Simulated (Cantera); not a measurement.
Charge: 1 mol HMDSO, 9.3 mol O2, a varied amount of N2, equilibrated at 1975 K and 0.440 bar.

These are equilibrium values from Cantera (NASA tables, ideal gas, pure condensed phases), not measurements of a reactor. Candidate condensed phases: C, C6H6, C7H8, C8H18, H2O, Si, SiC, SiO2, Si2N2O, Si3N4; 151 gas species. The feed counts by its element totals alone. The tables hold silica as quartz up to 1696 K and as liquid above; real silica turns to tridymite and cristobalite and melts near 1996 K. Gases not in the tables: Si(OH)4. Kinetics and transport are ignored.

At 24 mol N2, list the 7 most abundant gas species with their mole fractions, and the condensed phases.

N2 0.615, H2O 0.179, CO 0.0867, CO2 0.0671, H2 0.0515, H 0.000468, OH 0.000155. Condensed: SiO2(condensed).
